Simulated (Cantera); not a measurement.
Mixture: C₂H₄ : O₂ : N₂ : CO₂ = 0.68 : 1.88 : 7.05 : 0.25 (molar parts), equivalence ratio 1.1, at 500000 Pa, adiabatic and at constant pressure. Ignition delay is the time to a rise of 400 K.

Model: GRI-Mech 3.0 (53 species, 325 reactions), integrated in Cantera. GRI-Mech 3.0 was tuned for natural gas; its chemistry of ethylene as a main component is partial and can be far from experiment.

Question: Predict: delay at 1125 K; delay at 1225 K; delay at 1325 K; delay at 1425 K; delay at 1525 K; delay at 1625 K; apparent activation energy between 1425 and 1625 K.

Answer: 
```json
{
 "delay at 1125 K": "6.25 ms",
 "delay at 1225 K": "0.423 ms",
 "delay at 1325 K": "48.8 µs",
 "delay at 1425 K": "14.3 µs",
 "delay at 1525 K": "7.40 µs",
 "delay at 1625 K": "4.69 µs",
 "apparent activation energy between 1425 and 1625 K": "110 kJ/mol"
}
```
